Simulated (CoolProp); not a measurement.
Properties of propylene along the isobar 101 kPa (Tc = 364.2 K, pc = 4555 kPa, ω = 0.146).

Model: reference Helmholtz-energy equation of state, Lemmon 2013, in CoolProp.

```csv
T (K),phase,cp (kJ/(kg K)),conductivity (mW/(m K)),Prandtl number,fugacity coefficient
269.7,gas,1.458,14.4,0.781,0.9806
280.6,gas,1.492,15.4,0.779,0.9829
291.5,gas,1.528,16.5,0.776,0.9848
302.5,gas,1.566,17.6,0.774,0.9865
313.4,gas,1.604,18.7,0.772,0.9879
324.3,gas,1.642,19.9,0.771,0.9891
335.3,gas,1.682,21.1,0.769,0.9902
346.2,gas,1.722,22.3,0.768,0.9911
357.1,gas,1.761,23.6,0.767,0.9919
368,gas,1.801,24.9,0.765,0.9926
379,gas,1.841,26.3,0.764,0.9933
389.9,gas,1.881,27.6,0.763,0.9939
400.8,gas,1.921,29.0,0.761,0.9944
```

Viscosity comes from a separate model (Huber 2003), an estimate that may be off by 10 % or more. Thermal conductivity comes from a separate model (Huber 2003), an estimate that may be off by 10 % or more.
